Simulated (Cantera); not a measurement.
Adiabatic ignition

An adiabatic, constant-pressure homogeneous reactor starts with 9.84 % CH4, 7.87 % O2, 82.3 % N2, equivalence ratio 2.5, at 1500 K and 48000 Pa.

Model: GRI-Mech 3.0 (53 species, 325 reactions), integrated in Cantera.

| t (s) | T (K) | x CH4 | x O2 | x CH3 | x OH | x CO | x C2H2 | x H |
|---|---|---|---|---|---|---|---|---|
| 1.00e-6 | 1500 | 0.0984 | 0.0787 | 3.68e-8 | 9.01e-10 | <1e-12 | <1e-12 | 9.31e-9 |
| 4.59e-6 | 1500 | 0.0984 | 0.0787 | 2.12e-7 | 3.40e-9 | <1e-12 | <1e-12 | 1.38e-8 |
| 2.10e-5 | 1500 | 0.0984 | 0.0787 | 1.09e-6 | 4.93e-9 | 1.05e-11 | <1e-12 | 1.44e-8 |
| 9.65e-5 | 1500 | 0.0984 | 0.0787 | 5.79e-6 | 1.32e-8 | 8.75e-10 | <1e-12 | 1.75e-8 |
| 0.000443 | 1500 | 0.0984 | 0.0787 | 3.76e-5 | 5.29e-8 | 1.72e-7 | 2.17e-10 | 4.01e-8 |
| 0.00203 | 1501 | 0.0976 | 0.0784 | 0.000178 | 2.70e-7 | 5.39e-5 | 2.32e-7 | 2.78e-7 |
| 0.00932 | 1961 | 0.00255 | 1.07e-6 | 0.000287 | 3.83e-5 | 0.0558 | 0.0119 | 0.000518 |
| 0.0428 | 1946 | 0.00129 | 1.44e-8 | 0.000123 | 2.53e-5 | 0.0680 | 0.00578 | 0.000536 |
| 0.196 | 1933 | 0.000310 | 7.73e-9 | 2.46e-5 | 1.66e-5 | 0.0799 | 0.000508 | 0.000510 |
| 0.900 | 1931 | 5.37e-9 | 7.49e-9 | 4.28e-10 | 1.62e-5 | 0.0813 | 2.02e-9 | 0.000521 |
x: mole fraction; the columns are a selection and need not sum to one.

```yaml
time_of_steepest_temperature_rise: 7.39 ms
temperature at 0.900 s: 1931 K
equilibrium_temperature: 1931 K
x(CH4) at 0.900 s: 5.37e-9 (gas-phase equilibrium 6.97e-11)
x(O2) at 0.900 s: 7.49e-9 (gas-phase equilibrium 7.53e-9)
x(CH3) at 0.900 s: 4.28e-10 (gas-phase equilibrium 5.58e-12)
```
